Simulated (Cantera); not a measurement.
A closed system holds: 1 mol TEOS, 0.75 mol N₂O, 2.5 mol H₂, held at 3.20 mbar.

These are equilibrium values from Cantera (NASA tables, ideal gas, pure condensed phases), not measurements of a reactor. Candidate condensed phases: C, C₆H₆, C₇H₈, C₈H₁₈, H₂O, Si, SiC, SiO₂, Si₂N₂O, Si₃N₄; 151 gas species. The feed counts by its element totals alone. Rates play no part. All values below are at 1500 °C.

Base state: H₂ 0.690, CO 0.262, N₂ 0.0411, H 0.00418, SiO 0.00135, HCN 0.000905, C₂H₂ (acetylene) 9.66e-5, HNC 3.23e-5 (mole fractions); condensed: C(graphite) + SiC(s).

Task: What changes in the equilibrium state with this change: TEOS replaced by SiH₄?

Result: 
```tsv
species	before	after
H₂	0.690	0.746
SiO	0.00135	0.125
N₂	0.0411	0.125
CO	0.262	0
HCN	0.000905	0
C₂H₂ (acetylene)	9.66e-5	0
HNC	3.23e-5	0
Si₂N	2.74e-9	1.06e-5
C(graphite), mol	2.28	0
SiC(s), mol	0.975	0
Si(l), mol	0	0.245
```
Gases not in the tables: Si₂H₆ and higher silanes.
